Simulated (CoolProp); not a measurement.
The numbers come from the reference Helmholtz-energy equation of state, Lemmon 2006 in CoolProp. It is a short technical equation, of lower accuracy than the large ones.

Problem. For acetone, give the phase and the cp (kJ/(kg K)), fugacity coefficient at 471 K and 117 bar.

Solution. 
- 471 K and 117 bar: liquid; cp 2.72, fugacity coefficient 0.207
